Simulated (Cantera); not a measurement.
Charge: 1 mol PbO, 1.1 mol CH4, 0.29 mol H2, equilibrated at 1.33 mbar.

These are equilibrium values from Cantera (NASA tables, ideal gas, pure condensed phases), not measurements of a reactor. Candidate condensed phases: C, C6H6, C7H8, C8H18, H2O, Pb, PbO, PbO2, Pb3O4; 113 gas species. Rates play no part.

x: gas mole fraction; n: condensed amount in mol.

```tsv
T (K)	x H2	x CO	x Pb	x H	x CH4	n C(graphite)	n Pb(l)
1150	0.558	0.224	0.217	…	9.73e-6	0.100	0.0310
1200	0.555	0.223	0.223	…	6.48e-6	0.1000	0
1250	0.555	0.223	0.223	…	4.51e-6	0.1000	0
1300	0.555	0.223	0.223	…	3.22e-6	0.1000	0
1350	0.555	0.223	0.223	…	2.36e-6	0.1000	0
1400	0.554	0.223	0.223	…	1.77e-6	0.1000	0
1450	0.554	0.223	0.223	…	1.35e-6	0.1000	0
1500	0.554	0.223	0.223	…	1.05e-6	0.1000	0
```

Question: Some entries are withheld; supply them.

Answer: 
- 1150, x H: 1.53e-6
- 1200, x H: 4.02e-6
- 1250, x H: 9.86e-6
- 1300, x H: 2.26e-5
- 1350, x H: 4.86e-5
- 1400, x H: 9.92e-5
- 1450, x H: 0.000193
- 1500, x H: 0.000359
